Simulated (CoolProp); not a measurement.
Vapour-liquid equilibrium of R152A (1) + methanol (2) at 238 kPa; x and y are mole fractions of (1).

Model: multi-fluid Helmholtz-energy mixture model, Outcalt 1996 and de Reuck 1993; pair parameters Bell 2016, in CoolProp.

```csv
x,bubble temperature (K),y at the bubble point,dew temperature at overall composition x (K),liquid density (mol/L)
0.05,321.2,0.784,359.5,(withheld)
0.15,294.7,0.941,356.2,(withheld)
0.25,(withheld),0.961,352.7,21.52
0.35,285.0,0.967,348.7,20.43
0.45,283.1,0.971,344.2,(withheld)
0.55,281.2,(withheld),(withheld),18.38
0.65,279.2,0.980,332.7,17.46
0.75,276.9,0.985,324.6,16.59
0.85,274.4,0.991,313.2,15.77
0.95,271.7,0.997,291.9,14.99
```

Q: What belongs in the gaps?

A: 
- 0.05, liquid density (mol/L): 23.14
- 0.15, liquid density (mol/L): 22.58
- 0.25, bubble temperature (K): 287.9
- 0.45, liquid density (mol/L): 19.37
- 0.55, y at the bubble point: 0.976
- 0.55, dew temperature at overall composition x (K): 339.0

No azeotrope shows between x = 0.05 and 0.95.

Pair parameters are fitted to limited data, so mixtures are less certain than the pure fluids. With so large a gap from Raoult's law the liquid may split in two, which this calculation doesn't test in full.
